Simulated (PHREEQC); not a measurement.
PHREEQC input (ion-association model, wateq4f.dat):

```
SOLUTION 1
  temp 25
  units mol/kgw
  pH 7 charge
  Cl 0.0034
  Li 0.0034
END
SELECTED_OUTPUT 1
  -reset false
  -pH true
  -pe true
  -ionic_strength true
  -water true
  -totals Al C Cl Li S C(-4) C(4) S(-2) S(6)
  -molalities H+ Al+3 CO3-2 Cl- Li+ SO4-2 CO2 HCO3- AlOH+2 Al(OH)2+
    Al(OH)3 Al(OH)4- AlSO4+ Al(SO4)2- HSO4- H2S HS- S-2 O2 LiSO4-
    OH- AlHSO4+2
  -equilibrium_phases Basaluminite Al(OH)3(a)
PRINT
  -reset false
USE solution 1
EQUILIBRIUM_PHASES 1
  Basaluminite 0 0.1
  Al(OH)3(a) 0 0
  O2(g) -0.68 10
  CO2(g) -5 10
END
# ... the last block is repeated for the other 10 points of log pCO2 (atm)
```

Selected output (columns that matter, 11 of 11 rows; log pCO2 (atm) added in front):

```
log pCO2 (atm)	pH	mu	Al	C	S	m_H+	m_Al+3	m_Li+	m_SO4-2	m_CO2	m_AlOH+2	m_AlSO4+	m_OH-	Basaluminite
-5	6.1761	0.003403	2.3898e-06	5.8188e-07	5.9746e-07	7.0674e-07	1.1158e-08	0.0034	5.9059e-07	3.4019e-07	1.2595e-07	1.0213e-11	1.6011e-08	0.099999
-4.5	6.1168	0.0034033	2.3585e-06	1.7424e-06	5.8961e-07	8.1023e-07	1.5754e-08	0.0034	5.8282e-07	1.0758e-06	1.5512e-07	1.423e-11	1.3966e-08	0.099999
-4	5.9893	0.0034041	2.4026e-06	4.9738e-06	6.0065e-07	1.0866e-06	3.2665e-08	0.0034	5.937e-07	3.4019e-06	2.3981e-07	3.0052e-11	1.0414e-08	0.099999
-3.5	5.7938	0.0034062	2.7522e-06	1.3927e-05	6.8804e-07	1.7044e-06	9.7305e-08	0.0034	6.7998e-07	1.0758e-05	4.5542e-07	1.0251e-10	6.6394e-09	0.099999
-3	5.5697	0.0034107	3.6686e-06	4e-05	9.1714e-07	2.8559e-06	3.2926e-07	0.0034	9.06e-07	3.4019e-05	9.1956e-07	4.6199e-10	3.9626e-09	0.099999
-2.5	5.3471	0.0034205	5.5625e-06	0.00011891	1.3906e-06	4.7684e-06	1.0698e-06	0.0034	1.372e-06	0.00010758	1.7889e-06	2.271e-09	2.3737e-09	0.099999
-2	5.1356	0.0034418	9.4151e-06	0.00036221	2.3538e-06	7.7611e-06	3.1762e-06	0.0034	2.3143e-06	0.00034019	3.2616e-06	1.1352e-08	1.4589e-09	0.099998
-1.5	4.9358	0.0034883	1.7469e-05	0.0011197	4.3672e-06	1.2298e-05	8.6422e-06	0.0034	4.2576e-06	0.0010757	5.594e-06	5.6585e-08	9.2137e-10	0.099996
-1	4.7463	0.0035899	3.4702e-05	0.0034917	8.6755e-06	1.9039e-05	2.1942e-05	0.0033999	8.2909e-06	0.0034017	9.1505e-06	2.7726e-07	5.9605e-10	0.099991
-0.5	4.5659	0.0038114	7.2238e-05	0.010945	1.806e-05	2.8885e-05	5.2989e-05	0.0033998	1.6525e-05	0.010757	1.4487e-05	1.3093e-06	3.9418e-10	0.099982
0	4.3948	0.0042944	0.00015559	0.034414	3.8898e-05	4.2968e-05	0.00012373	0.0033996	3.2617e-05	0.034012	2.2485e-05	5.8016e-06	2.6674e-10	0.099961
```

Species that the database lacks are ignored.
